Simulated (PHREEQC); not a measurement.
A solution holds 0.016 mol/kgw H3BO3, at 20 °C and 100 atm. Closed to the air; pH follows from the charge balance.

Computed with PHREEQC (ion-association model, phreeqc.dat).

```yaml
pH: 5.50
ionic_strength: 3.14e-6 mol/kgw
```

```
species  molality  activity   log γ
-------  --------  --------  ------
H3BO3      0.0160    0.0160   0.000
H+        3.14e-6   3.14e-6  -0.001
H2BO3-    3.14e-6   3.14e-6  -0.001
OH-       2.39e-9   2.39e-9  -0.001
```

This is a speciation only: nothing precipitates in the calculation. Species that the database lacks are ignored. Under pressure, the constants of complexes without a molar volume in the database are unreliable.
